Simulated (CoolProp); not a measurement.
Values from CoolProp's reference Helmholtz-energy equation of state, Span 2000.

**Question.** Give the vapour pressure (bar), vapour density (kg/m³), enthalpy of vaporisation (kJ/kg), liquid viscosity (µPa s) of saturated nitrogen at 94.6, 117.5 K.

**Answer.** 
| T (K) | p (bar) | vapour density (kg/m³) | enthalpy of vaporisation (kJ/kg) | liquid viscosity (µPa s) |
|---|---|---|---|---|
| 94.6 | 5.24 | 21.6 | 172 | 89.1 |
| 117.5 | 22.1 | 104 | 105 | 42.9 |

Viscosity comes from a separate model (Lemmon 2004).
